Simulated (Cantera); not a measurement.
Input (Python, Cantera) and output of one run.

```python
import numpy as np
import cantera as ct

gas_names = """
    Cu CuF CuF2 Cu2 F F2 H HF H2 H2F2 H3F3 H4F4 H5F5 H6F6 H7F7
""".split()
cond_names = """
    Cu(cr) Cu(L) CuF2(s) CuF2(L)
""".split()


# ... load() reads the species with a 1 bar reference pressure and builds the phases ...
atoms = {
    'CuF2': {'Cu': 1, 'F': 2},
    'HF': {'H': 1, 'F': 1},
    'H2': {'H': 2},
}
top_T = {}  # K; cautious upper limits of use, not melting points


# ... equilibrate(T, P, feed) seeds the gas with the atoms and calls Mixture.equilibrate('TP', solver="vcs", rtol=1e-11, max_steps=5000) ...
results = []
feed = {'CuF2': 1, 'HF': 0.028, 'H2': 9.6}  # mol
P = 180  # Pa
for T in [700, 800, 900, 1000, 1100, 1200, 1300, 1400, 1500, 1600, 1700, 1800, 1900]:
    mix = equilibrate(T, P, feed)
    results.append((T, P, feed, dict(zip(mix.species_names, mix.species_moles))))
    x = sorted(zip(gas.X, gas.species_names), reverse=True)
    print(f"T = {T:g} K  P = {P:g} Pa  gas = {mix.phase_moles(0):.4g} mol")
    print("   x: " + "  ".join(f"{s} {v:.3e}" for v, s in x if v > 0.001))
    print("   condensed (mol): " + ("  ".join(f"{mix.phase(i).name} {mix.phase_moles(i):.4g}"
          for i in range(1, mix.n_phases) if mix.phase_moles(i) > 1e-12) or "none"))
```

Output:

```
T = 700 K  P = 180 Pa  gas = 10.63 mol
   x: H2 8.092e-01  HF 1.908e-01
   condensed (mol): Cu(cr) 1
T = 800 K  P = 180 Pa  gas = 10.63 mol
   x: H2 8.092e-01  HF 1.908e-01
   condensed (mol): Cu(cr) 1
T = 900 K  P = 180 Pa  gas = 10.63 mol
   x: H2 8.092e-01  HF 1.908e-01
   condensed (mol): Cu(cr) 1
T = 1000 K  P = 180 Pa  gas = 10.63 mol
   x: H2 8.092e-01  HF 1.908e-01
   condensed (mol): Cu(cr) 1
T = 1100 K  P = 180 Pa  gas = 10.63 mol
   x: H2 8.092e-01  HF 1.908e-01
   condensed (mol): Cu(cr) 1
T = 1200 K  P = 180 Pa  gas = 10.63 mol
   x: H2 8.092e-01  HF 1.908e-01
   condensed (mol): Cu(cr) 0.9999
T = 1300 K  P = 180 Pa  gas = 10.63 mol
   x: H2 8.091e-01  HF 1.908e-01
   condensed (mol): Cu(cr) 0.999
T = 1400 K  P = 180 Pa  gas = 10.64 mol
   x: H2 8.085e-01  HF 1.906e-01
   condensed (mol): Cu(L) 0.9919
T = 1500 K  P = 180 Pa  gas = 10.68 mol
   x: H2 8.052e-01  HF 1.898e-01  Cu 4.569e-03
   condensed (mol): Cu(L) 0.9505
T = 1600 K  P = 180 Pa  gas = 10.88 mol
   x: H2 7.903e-01  HF 1.863e-01  Cu 2.209e-02  H 1.139e-03
   condensed (mol): Cu(L) 0.7572
T = 1700 K  P = 180 Pa  gas = 11.64 mol
   x: H2 7.376e-01  HF 1.737e-01  Cu 8.515e-02  H 2.983e-03
   condensed (mol): none
T = 1800 K  P = 180 Pa  gas = 11.67 mol
   x: H2 7.337e-01  HF 1.734e-01  Cu 8.521e-02  H 7.229e-03
   condensed (mol): none
T = 1900 K  P = 180 Pa  gas = 11.72 mol
   x: H2 7.260e-01  HF 1.727e-01  Cu 8.497e-02  H 1.594e-02
   condensed (mol): none
```

Equilibrium computed with Cantera from the NASA thermochemical tables; the gas is ideal and each condensed phase is pure.
